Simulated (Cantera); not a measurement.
Adiabatic ignition

An adiabatic, constant-volume homogeneous reactor starts with CH4 : CO : O2 : N2 = 1 : 0.2 : 4.12 : 15.5 (molar parts), at 975 K and 10.0 bar.

Cantera simulation using GRI-Mech 3.0 (53 species, 325 reactions); the numbers are that mechanism's predictions, not measurements. Below about 1000 K GRI-Mech 3.0 lacks low-temperature oxidation paths.

| t (s) | T (K) | P (bar) | x CH4 | x CO | x O2 | x NO | x HCO | x H2O2 |
|---|---|---|---|---|---|---|---|---|
| 7.00e-6 | 975 | 10.0 | 0.0480 | 0.00961 | 0.198 | <1e-12 | <1e-12 | <1e-12 |
| 2.05e-5 | 975 | 10.0 | 0.0480 | 0.00961 | 0.198 | <1e-12 | <1e-12 | 1.13e-12 |
| 5.99e-5 | 975 | 10.0 | 0.0480 | 0.00961 | 0.198 | <1e-12 | <1e-12 | 9.60e-12 |
| 0.000175 | 975 | 10.0 | 0.0480 | 0.00961 | 0.198 | <1e-12 | <1e-12 | 7.81e-11 |
| 0.000512 | 975 | 10.0 | 0.0480 | 0.00961 | 0.198 | <1e-12 | <1e-12 | 5.93e-10 |
| 0.00150 | 975 | 10.0 | 0.0480 | 0.00961 | 0.198 | <1e-12 | <1e-12 | 3.79e-9 |
| 0.00438 | 975 | 10.0 | 0.0480 | 0.00961 | 0.198 | <1e-12 | <1e-12 | 1.76e-8 |
| 0.0128 | 975 | 10.0 | 0.0480 | 0.00961 | 0.198 | <1e-12 | <1e-12 | 4.43e-8 |
| 0.0374 | 975 | 10.0 | 0.0480 | 0.00960 | 0.198 | <1e-12 | <1e-12 | 1.18e-7 |
| 0.109 | 978 | 10.0 | 0.0478 | 0.00960 | 0.198 | <1e-12 | 6.06e-12 | 1.49e-6 |
| 0.320 | 2319 | 23.7 | <1e-12 | 0.000512 | 0.0915 | 0.0105 | 6.22e-11 | 6.48e-7 |
| 0.936 | 2319 | 23.7 | <1e-12 | 0.000512 | 0.0915 | 0.0105 | 6.22e-11 | 6.48e-7 |
| 2.74 | 2319 | 23.7 | <1e-12 | 0.000512 | 0.0915 | 0.0105 | 6.22e-11 | 6.48e-7 |
| 8.00 | 2319 | 23.7 | <1e-12 | 0.000512 | 0.0915 | 0.0105 | 6.22e-11 | 6.48e-7 |
x: mole fraction; the columns are a selection and need not sum to one.

- time of steepest temperature rise = 0.156 s
- temperature at 8.00 s = 2319 K
- equilibrium temperature = 2319 K
- x(CH4) at 8.00 s = <1e-12 (gas-phase equilibrium <1e-12)
- x(CO) at 8.00 s = 0.000512 (gas-phase equilibrium 0.000512)
- x(O2) at 8.00 s = 0.0915 (gas-phase equilibrium 0.0915)
